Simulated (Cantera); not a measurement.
## Thermodynamics of oxide etching and cleaning by halides, feed MgO + HCl + H₂

Feed: 1 mol MgO, 5.1 mol HCl, 34 mol H₂, at 48000 Pa.

Cantera equilibrium calculation (NASA polynomials, part measured and part estimated; ideal gas, pure solids and liquids). Candidate condensed phases: H₂O, Mg, MgCl₂, MgO, Mg(OH)₂; 22 gas species. Condensed phases not in the tables: MgOHCl. Equilibrium is a limit: real reactors are often held back by kinetics, nucleation or transport.

| T (°C) | x H₂ | x HCl | x H₂O | x MgCl₂ | n MgCl₂(s) | n MgO(s) |
|---|---|---|---|---|---|---|
| 675 | 0.871 | 0.128 | 0.00131 | 8.94e-5 | 0.0477 | 0.949 |
| 775 | 0.870 | 0.129 | 0.000828 | 0.000828 | 0 | 0.968 |
| 875 | 0.870 | 0.127 | 0.00168 | 0.00168 | 0 | 0.934 |
| 975 | 0.870 | 0.124 | 0.00299 | 0.00299 | 0 | 0.883 |
| 1075 | 0.870 | 0.121 | 0.00481 | 0.00481 | 0 | 0.812 |
| 1175 | 0.870 | 0.116 | 0.00713 | 0.00713 | 0 | 0.721 |
| 1275 | 0.870 | 0.111 | 0.00987 | 0.00987 | 0 | 0.614 |
| 1375 | 0.869 | 0.105 | 0.0129 | 0.0129 | 0 | 0.495 |
x: gas mole fraction; n: condensed amount in mol.

At 675 °C the condensed part is MgCl₂(s) + MgO(s). From 775 °C to 1375 °C the condensed part is MgO(s). The main Mg-bearing gas is MgCl₂ throughout. The share of Mg in condensed phases is highest at 675 °C (99.7 %) and lowest at 1375 °C (49.5 %).
